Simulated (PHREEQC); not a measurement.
Solution (25 °C): 34 mmol/kgw Pb(NO3)2. Closed to the air; pH follows from the charge balance.

Model: ion-association model, wateq4f.dat, run in PHREEQC.

```json
{
  "pH": "4.65",
  "ionic_strength": "0.0850 mol/kgw"
}
```

```
species  molality  activity   log γ
-------  --------  --------  ------
NO3-       0.0595    0.0456  -0.116
Pb+2       0.0255   0.00994  -0.409
PbNO3+    0.00849   0.00671  -0.102
H+        2.69e-5   2.24e-5  -0.080
Pb2OH+3   1.60e-5   1.92e-6  -0.919
PbOH+     1.09e-5   8.64e-6  -0.102
```

This is a speciation only: nothing precipitates in the calculation. Species that the database lacks are ignored.
